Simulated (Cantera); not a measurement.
Input: 1 mol Cu2O, 0.34 mol CH4, 0.087 mol CO, held at 1725 K and 86.0 Pa.

Method: chemical equilibrium by Gibbs-energy minimisation in Cantera with the NASA 1993 tables (ideal gas, pure condensed phases). Candidate condensed phases: C, C6H6, C7H8, C8H18, Cu, CuO, Cu(OH)2, Cu2O, H2O; 113 gas species. The numbers say what is thermodynamically allowed, not how fast it happens.

Base state: H2O 0.325, Cu 0.254, CO 0.168, H2 0.131, CO2 0.119, H 0.00229, Cu2 0.000347, OH 0.000313 (mole fractions); condensed: Cu(l).

Question: What changes in the equilibrium state with this change: temperature from 1725 K to 2025 K?

Answer: 
```tsv
species	before	after
Cu	0.254	0.636
H2O	0.325	0.152
CO	0.168	0.0852
H	0.00229	0.0153
H2	0.131	0.0547
CO2	0.119	0.0506
O2	4.82e-6	0.00108
O	4.35e-6	0.000908
CuO	2.38e-6	6.40e-5
OH	0.000313	0.00445
Cu2	0.000347	0.000288
Cu(l), mol	1.62	0
```

Question: What changes in the equilibrium state with this change: temperature from 1725 K to 2225 K?

Answer: 
| species | before | after |
|---|---|---|
| Cu | 0.254 | 0.609 |
| H2O | 0.325 | 0.118 |
| CO | 0.168 | 0.0929 |
| CO2 | 0.119 | 0.0372 |
| O | 4.35e-6 | 0.0105 |
| OH | 0.000313 | 0.0161 |
| H | 0.00229 | 0.0518 |
| H2 | 0.131 | 0.0550 |
| O2 | 4.82e-6 | 0.00949 |
| CuO | 2.38e-6 | 0.000153 |
| Cu2 | 0.000347 | 9.27e-5 |
| Cu(l), mol | 1.62 | 0 |
